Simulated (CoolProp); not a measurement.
Vapour-liquid equilibrium of m-xylene (1) + n-undecane (2) at 24.1 kPa; x and y are mole fractions of (1).

Values from CoolProp's multi-fluid Helmholtz-energy mixture model, Zhou 2012 and Aleksandrov 2011; pair parameters Bell 2016.

| x | bubble temperature, mixture model (K) | bubble temperature, Raoult's law (K) | y, mixture model | y, Raoult's law |
|---|---|---|---|---|
| 0.05 | 412.9 | 412.5 | 0.199 | 0.212 |
| 0.125 | 405.9 | 405.3 | 0.415 | 0.435 |
| 0.2 | 400.0 | 399.2 | 0.566 | 0.585 |
| 0.275 | 394.9 | 394.0 | 0.674 | 0.690 |
| 0.35 | ? | 389.5 | 0.753 | 0.766 |
| 0.425 | 386.4 | 385.5 | ? | 0.823 |
| 0.5 | 382.8 | 382.0 | 0.860 | 0.867 |
| 0.575 | ? | 378.9 | 0.896 | 0.900 |
| 0.65 | 376.6 | 376.1 | 0.925 | 0.927 |
| 0.725 | ? | 373.5 | 0.948 | 0.949 |
| 0.8 | 371.4 | 371.1 | 0.966 | 0.966 |
| 0.875 | 369.1 | 369.0 | 0.981 | 0.981 |
| 0.95 | 367.0 | 367.0 | 0.993 | 0.993 |

Task: What belongs in the gaps?

Result: 
- 0.35, bubble temperature, mixture model (K): 390.4
- 0.425, y, mixture model: 0.814
- 0.575, bubble temperature, mixture model (K): 379.5
- 0.725, bubble temperature, mixture model (K): 373.9

The largest gap from Raoult's law is +0.9 K in bubble temperature, at x = 0.35. No azeotrope shows between x = 0.05 and 0.95.

The pair parameters rest on a limited set of measurements; away from them the model extrapolates.
